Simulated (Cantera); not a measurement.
What does this Cantera script print?

```python
import numpy as np
import cantera as ct

surf = ct.Interface("ptcombust.yaml", "Pt_surf")
gas = surf.adjacent["gas"]
gas.TPX = 850, 100000, {'CH4': 0.0023, 'O2': 0.14, 'N2': 0.79}
surf.TP = 850, 100000
reactor = ct.FlowReactor(gas, clone=False)
reactor.area = 0.0001  # m2
reactor.surface_area_to_volume_ratio = 800  # 1/m
reactor.mass_flow_rate = 4.5 * reactor.area * gas.density  # inlet velocity 4.5 m/s
reactor.energy_enabled = False
wall = ct.ReactorSurface(surf, reactor, clone=False)
net = ct.ReactorNet([reactor])
net.rtol, net.atol = 1e-8, 1e-16
show, cover = ['CH4', 'O2', 'H2O', 'CO2', 'CO'], ['PT(S)', 'H(S)', 'O(S)', 'OH(S)', 'CO(S)', 'C(S)']

rows = []
print(f"{'z/m':>9s}{'u/(m/s)':>9s}" + "".join(f"{s:>13s}" for s in show + cover))
for z in [0.00097, 0.0017, 0.0031, 0.0054, 0.0097, 0.017, 0.031, 0.054, 0.097]:
    net.advance(z)
    rows.append([reactor.speed, *gas[show].X, *surf[cover].coverages])
    print(f"{z:9.4g}{rows[-1][0]:9.3g}" + "".join(f"{x:13.4e}" for x in rows[-1][1:]))
```

It prints:

```
      z/m  u/(m/s)          CH4           O2          H2O          CO2           CO        PT(S)         H(S)         O(S)        OH(S)        CO(S)         C(S)
  0.00097      4.5   2.4655e-03   1.5016e-01   2.9522e-06   1.4016e-06   7.4432e-08   5.5692e-02   4.2412e-10   9.4426e-01   4.9825e-05   1.2790e-06   3.4210e-09
   0.0017      4.5   2.4644e-03   1.5016e-01   5.1726e-06   2.4638e-06   1.2244e-07   5.5690e-02   4.8653e-10   9.4425e-01   5.7329e-05   1.2860e-06   3.4193e-09
   0.0031      4.5   2.4623e-03   1.5016e-01   9.4279e-06   4.5153e-06   1.9852e-07   5.5688e-02   5.8759e-10   9.4424e-01   6.9480e-05   1.2969e-06   3.4161e-09
   0.0054      4.5   2.4588e-03   1.5015e-01   1.6410e-05   7.9165e-06   2.8832e-07   5.5686e-02   7.2303e-10   9.4423e-01   8.5765e-05   1.3092e-06   3.4109e-09
   0.0097      4.5   2.4523e-03   1.5014e-01   2.9436e-05   1.4335e-05   3.8212e-07   5.5682e-02   9.2348e-10   9.4421e-01   1.0987e-04   1.3206e-06   3.4014e-09
    0.017      4.5   2.4413e-03   1.5011e-01   5.1467e-05   2.5293e-05   4.3951e-07   5.5678e-02   1.1872e-09   9.4418e-01   1.4159e-04   1.3238e-06   3.3857e-09
    0.031      4.5   2.4203e-03   1.5007e-01   9.3435e-05   4.6258e-05   4.5566e-07   5.5673e-02   1.5707e-09   9.4414e-01   1.8772e-04   1.3154e-06   3.3560e-09
    0.054      4.5   2.3862e-03   1.5000e-01   1.6159e-04   8.0335e-05   4.5097e-07   5.5668e-02   2.0449e-09   9.4409e-01   2.4475e-04   1.2970e-06   3.3083e-09
    0.097      4.5   2.3237e-03   1.4988e-01   2.8644e-04   1.4276e-04   4.3922e-07   5.5666e-02   2.7052e-09   9.4401e-01   3.2417e-04   1.2630e-06   3.2216e-09
```

Cantera simulation using Deutschmann's 1995 Pt surface mechanism with GRI-Mech 3.0 gas chemistry; the numbers are that mechanism's predictions, not measurements. Catalytic surfaces can have several steady states; this one follows from the mechanism file's or the stated starting coverage. Mass transfer to the wall is taken as infinitely fast.
